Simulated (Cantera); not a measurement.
What does this Cantera script print?

```python
import numpy as np
import cantera as ct

gas_names = [...]  # 109 gases of nasa_gas.yaml made of C, Cl, H, Si
cond_names = """
    C(gr) C6H6(L) C7H8(L) C8H18(L),n-octa Si(cr) Si(L) SiC(b)
""".split()


# ... load() reads the species with a 1 bar reference pressure and builds the phases ...
atoms = {
    '(CH3)2SiCl2': {'C': 2, 'H': 6, 'Si': 1, 'CL': 2},
    'C2H4': {'C': 2, 'H': 4},
    'H2': {'H': 2},
}
top_T = {'C(gr)': 4500, 'SiC(b)': 3050}  # K; cautious upper limits of use, not melting points


# ... equilibrate(T, P, feed) seeds the gas with the atoms and calls Mixture.equilibrate('TP', solver="vcs", rtol=1e-11, max_steps=5000) ...
results = []
feed = {'(CH3)2SiCl2': 1, 'C2H4': 0.028, 'H2': 260}  # mol
T = 2175  # K
P = 1333.22  # Pa
mix = equilibrate(T, P, feed)
results.append((T, P, feed, dict(zip(mix.species_names, mix.species_moles))))
print(gas.report(threshold=1e-05))
for i in range(1, mix.n_phases):
    print(f"{mix.phase(i).name:16s} {mix.phase_moles(i):12.5e} mol")
```

Output:

```
       temperature   2175 K
          pressure   1333.2 Pa
           density   0.00017385 kg/m^3
  mean mol. weight   2.3581 kg/kmol
   phase of matter   gas

                          1 kg             1 kmol
                     ---------------   ---------------
          enthalpy        2.8989e+07         6.836e+07  J
   internal energy         2.132e+07        5.0276e+07  J
           entropy             96982         2.287e+05  J/K
    Gibbs function       -1.8195e+08       -4.2906e+08  J
 heat capacity c_p             14537             34279  J/K
 heat capacity c_v             11011             25965  J/K

                      mass frac. Y      mole frac. X     chem. pot. / RT
                     ---------------   ---------------   ---------------
    C2H2,acetylene          0.023329         0.0021128           -30.018
                CL         0.0033964        0.00022593           -28.896
                 H          0.017585          0.041138           -12.062
               HCL           0.11018         0.0071264           -40.958
                H2           0.80939           0.94676           -24.123
                Si          0.025607           0.00215           -8.6661
              SiC2          0.004147        0.00018768           -14.561
              SiCL        0.00067017        2.4874e-05           -37.562
             SiCL2        0.00044265        1.0545e-05           -66.459
               SiH         0.0013854        0.00011229           -20.728
              SiH2        0.00031798        2.4911e-05           -32.789
              Si2C         0.0033442        0.00011567            -20.28
     [  +97 minor]         0.0002078        1.5574e-05

C(gr)             5.18042e-01 mol
Si(L)             0.00000e+00 mol
SiC(b)            2.56992e-01 mol
```

Cantera equilibrium calculation (NASA polynomials, part measured and part estimated; ideal gas, pure solids and liquids). The feed counts by its element totals alone. The tables' values for SiCl are old estimates; treat these amounts as uncertain. Gases not in the tables: Si2H6 and higher silanes.
